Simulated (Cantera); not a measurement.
A Cantera script and what it prints.

```python
import numpy as np
import cantera as ct

gas_names = """
    CL CL2 H HCL H2 Si SiCL SiCL2 SiCL3 SiCL4 SiH SiHCL3 SiH2 SiH2CL2 SiH3 SiH3CL SiH4 Si2 Si3
""".split()
cond_names = """
    Si(cr) Si(L)
""".split()


# ... load() reads the species with a 1 bar reference pressure and builds the phases ...
atoms = {
    'SiCl4': {'Si': 1, 'CL': 4},
    'Cl2': {'CL': 2},
    'H2': {'H': 2},
}
top_T = {}  # K; cautious upper limits of use, not melting points


# ... equilibrate(T, P, feed) seeds the gas with the atoms and calls Mixture.equilibrate('TP', solver="vcs", rtol=1e-11, max_steps=5000) ...
results = []
feed = {'SiCl4': 1, 'Cl2': 0.65, 'H2': 2.2}  # mol
T = 998  # K
P = 340000  # Pa
mix = equilibrate(T, P, feed)
results.append((T, P, feed, dict(zip(mix.species_names, mix.species_moles))))
print(gas.report(threshold=1e-06))
for i in range(1, mix.n_phases):
    print(f"{mix.phase(i).name:16s} {mix.phase_moles(i):12.5e} mol")
```

Output:

```
       temperature   998 K
          pressure   3.4e+05 Pa
           density   2.3457 kg/m^3
  mean mol. weight   57.247 kg/kmol
   phase of matter   gas

                          1 kg             1 kmol
                     ---------------   ---------------
          enthalpy       -2.9568e+06       -1.6927e+08  J
   internal energy       -3.1018e+06       -1.7757e+08  J
           entropy              4517        2.5859e+05  J/K
    Gibbs function       -7.4649e+06       -4.2734e+08  J
 heat capacity c_p             879.2             50332  J/K
 heat capacity c_v            733.96             42017  J/K

                      mass frac. Y      mole frac. X     chem. pot. / RT
                     ---------------   ---------------   ---------------
               HCL            0.2164            0.3398           -35.253
                H2          0.014103           0.40047           -17.192
             SiCL3        7.1813e-05         3.058e-05           -99.147
             SiCL4           0.76444            0.2576            -125.8
            SiHCL3         0.0049796         0.0021047           -107.74
           SiH2CL2         3.265e-06        1.8506e-06           -89.682
     [  +13 minor]        1.5477e-07        9.0752e-08

Si(cr)            0.00000e+00 mol
```

Equilibrium computed with Cantera from the NASA thermochemical tables; the gas is ideal and each condensed phase is pure. The tables' values for SiCl3 are old estimates; treat these amounts as uncertain.
